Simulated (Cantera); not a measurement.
What does this Cantera script print?

```python
import numpy as np
import cantera as ct

gas_names = """
    C CH CH2 CH3 CH2OH CH3O CH4 CH3OH CO CO2 COOH C2 C2H CHCO,ketyl C2H2,acetylene C2H2,vinylidene
    CH2CO,ketene C2H3,vinyl CH3CO,acetyl C2H4 C2H4O,ethylen CH3CHO,ethanal CH3COOH (HCOOH)2 C2H5 C2H6
    CH3OCH3 C2H5OH C2O C3 C3H3,propargyl C3H4,allene C3H4,propyne C3H4,cyclo- C3H5,allyl C3H6,propylene
    C3H6,cyclo- C3H6O C3H7,n-propyl C3H7,i-propyl C3H8 C3H8O,1propanol C3H8O,2propanol C3O2 C4 C4H2
    C4H4,1,3-cyclo- C4H6,butadiene C4H6,2-butyne C4H6,cyclo- C4H8,1-butene C4H8,cis2-buten
    C4H8,tr2-butene C4H8,isobutene C4H8,cyclo- (CH3COOH)2 C4H9,n-butyl C4H9,i-butyl C4H9,s-butyl
    C4H9,t-butyl C4H10,isobutane C4H10,n-butane C5 C5H6,1,3cyclo- C5H8,cyclo- C5H10,1-pentene
    C5H10,cyclo- C5H11,pentyl C5H11,t-pentyl C5H12,n-pentane C5H12,i-pentane CH3C(CH3)2CH3 C6H2
    C6H5,phenyl C6H5O,phenoxy C6H6 C6H5OH,phenol C6H10,cyclo- C6H12,1-hexene C6H12,cyclo- C6H13,n-hexyl
    C7H7,benzyl C7H8 C7H8O,cresol C7H14,1-heptene C7H15,n-heptyl C7H16,n-heptane C8H8,styrene
    C8H10,ethylbenz C8H16,1-octene C8H17,n-octyl C8H18,isooctane C8H18,n-octane C9H19,n-nonyl
    C10H8,naphthale C10H21,n-decyl C12H9,o-bipheny C12H10,bipheny H HCO HO2 H2 HCHO,formaldehy HCOOH H2O
    H2O2 O OH O2 O3 Ti TiO TiO2
""".split()
cond_names = """
    C(gr) C6H6(L) C7H8(L) C8H18(L),n-octa H2O(s) H2O(L) Ti(a) Ti(b) Ti(L) TiC(s) TiC(L) TiO(a) TiO(b)
    TiO(L) TiO2(ru) TiO2(L) Ti2O3(a) Ti2O3(b) Ti2O3(L) Ti3O5(a) Ti3O5(b) Ti3O5(L) Ti4O7(s) Ti4O7(L)
""".split()


def load(file, names, dense=False):
    # The tables refer to 1 bar. Condensed volumes are neglected.
    table = {s.name: s for s in ct.Species.list_from_file(file)}
    out = []
    for n in names:
        d = dict(table[n].input_data)
        d["thermo"] = dict(d["thermo"], **{"reference-pressure": 1e5})
        if dense:
            d["equation-of-state"] = {"model": "constant-volume", "density": "1e6 g/cm^3"}
        out.append(ct.Species.from_dict(d))
    return out


gas = ct.Solution(thermo="ideal-gas", species=load("nasa_gas.yaml", gas_names))
cond = {s.name: ct.Solution(thermo="fixed-stoichiometry", species=[s], name=s.name)
        for s in load("nasa_condensed.yaml", cond_names, dense=True)}
atoms = {
    'TiO2': {'Ti': 1, 'O': 2},
    'C': {'C': 1},
    'H2': {'H': 2},
}
top_T = {'C(gr)': 4500}  # K; cautious upper limits of use, not melting points


def equilibrate(T, P, feed):
    n = {}
    for name, mol in feed.items():
        for a, k in atoms[name].items():
            n[a] = n.get(a, 0.0) + k * mol
    gas.TPX = T, P, n
    mass = sum(n.values()) * gas.mean_molecular_weight
    gas.equilibrate("TP")
    valid = [c for c in cond.values() if c.min_temp <= T <= top_T.get(c.name, c.max_temp)]
    mix = ct.Mixture([(gas, mass / gas.mean_molecular_weight)] + [(c, 0.0) for c in valid])
    mix.T, mix.P = T, P
    mix.equilibrate("TP", solver="vcs", rtol=1e-11, max_steps=5000)
    return mix


results = []
feed = {'TiO2': 1, 'C': 4, 'H2': 0.13}  # mol
P = 290000  # Pa
for T in [1100, 1200, 1300, 1400, 1500, 1600, 1700, 1800, 1900, 2000, 2100, 2200, 2300, 2400]:
    mix = equilibrate(T, P, feed)
    results.append((T, P, feed, dict(zip(mix.species_names, mix.species_moles))))

top = {s: max(r[3][s] / sum(r[3][g] for g in gas_names) for r in results) for s in gas_names}
cols = sorted((s for s in top if top[s] > 1e-06), key=lambda s: -top[s])[:7]
seen = [c for c in cond_names if any(r[3].get(c, 0) > 1e-12 for r in results)]
print("log10 of partial pressures in bar; condensed amounts in mol")
print(f"{'T/K':>10s}" + "".join(f"{s[:9]:>10s}" for s in cols + seen))
for T, P, feed, n in results:
    ng = sum(n[g] for g in gas_names)
    print(f"{T:10.4g}" + "".join(f"{np.log10(max(n[s] / ng * P / 1e5, 1e-99)):10.3f}" for s in cols)
          + "".join(f"{n.get(c, 0):10.4g}" for c in seen))
```

It prints:

```
log10 of partial pressures in bar; condensed amounts in mol
       T/K        H2        CO       CH4       H2O         H       CO2 C2H2,acet     C(gr)    TiC(s)  TiO2(ru)  Ti3O5(b)  Ti4O7(s)
      1100     0.422    -2.453    -0.600    -3.079    -7.376    -5.960    -7.453     3.989         0    0.9993         0 0.0001801
      1200     0.437    -1.388    -0.927    -2.536    -6.486    -4.499    -6.551     3.993         0    0.9923         0  0.001918
      1300     0.400    -0.484    -1.304    -2.123    -5.756    -3.254    -5.839     3.981         0    0.9331         0   0.01672
      1400    -0.008     0.279    -2.380    -2.158    -5.317    -2.208    -5.606     3.751         0         0         0      0.25
      1500    -0.092     0.319    -2.774    -2.538    -4.800    -2.541    -5.136     3.667         0         0    0.3333         0
      1600    -0.091     0.319    -2.969    -2.830    -4.310    -2.898    -4.652     3.667         0         0    0.3333         0
      1700    -0.753     0.435    -4.466    -3.634    -4.208    -2.980    -4.887     1.001         1         0         0         0
      1800    -0.753     0.435    -4.619    -3.863    -3.822    -3.257    -4.509         1         1         0         0         0
      1900    -0.753     0.435    -4.756    -4.067    -3.477    -3.503    -4.171         1         1         0         0         0
      2000    -0.753     0.435    -4.879    -4.250    -3.166    -3.722    -3.868         1         1         0         0         0
      2100    -0.754     0.435    -4.991    -4.415    -2.884    -3.919    -3.595    0.9997         1         0         0         0
      2200    -0.756     0.435    -5.093    -4.565    -2.627    -4.097    -3.348    0.9994         1         0         0         0
      2300    -0.759     0.435    -5.188    -4.703    -2.394    -4.258    -3.124    0.9989         1         0         0         0
      2400    -0.764     0.435    -5.278    -4.831    -2.180    -4.404    -2.920    0.9983         1         0         0         0
```

Equilibrium computed with Cantera from the NASA thermochemical tables; the gas is ideal and each condensed phase is pure. Mutual solubility and eutectic melting of coexisting phases are not modelled. TiC: taken at fixed stoichiometry. Condensed phases not in the tables: Magnéli phases beyond Ti4O7.
